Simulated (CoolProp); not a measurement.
The fluid at 293.15 K and 0.657 MPa expands adiabatically to 0.0535 MPa with isentropic efficiency 1. The same conditions are run with several fluids, on thermodynamics alone (safety and materials aside).

Model: reference Helmholtz-energy equation of state of each fluid (sulfur hexafluoride: Guder 2009; R410A: Lemmon 2003; ethylene: Smukala 2000), in CoolProp. Blends and air are pseudo-pure fits.

| fluid | work (kJ/kg) | final temperature (K) | final phase | final density (kg/m³) |
|---|---|---|---|---|
| sulfur hexafluoride | 35.5 | [?] | gas | [?] |
| R410A | [?] | 210.0 | [?] | [?] |
| ethylene | [?] | 165.3 | gas | 1.11 |

Q: Complete the blanks.

A: 
- sulfur hexafluoride, final temperature (K): 227.0
- sulfur hexafluoride, final density (kg/m³): 4.20
- R410A, work (kJ/kg): 65.2
- R410A, final phase: two-phase, vapour fraction 0.954
- R410A, final density (kg/m³): 2.40
- ethylene, work (kJ/kg): 163
